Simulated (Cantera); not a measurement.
Feed: 1 mol Si3N4, 0.62 mol N2O, 5 mol H2, equilibrated at 1923 K.

These are equilibrium values from Cantera (NASA tables, ideal gas, pure condensed phases), not measurements of a reactor. Candidate condensed phases: H2O, Si, SiO2, Si2N2O, Si3N4; 35 gas species. The tables' values for SiN are old estimates; treat these amounts as uncertain. Gases not in the tables: Si2H6 and higher silanes. Rates play no part.

At 46.0 mbar, list the 7 most abundant gas species with their mole fractions, and the condensed phases.

H2 0.604, N2 0.317, SiO 0.0751, H 0.00341, Si 0.000369, SiH 5.03e-5, SiH2 4.06e-5. Condensed: Si(l).
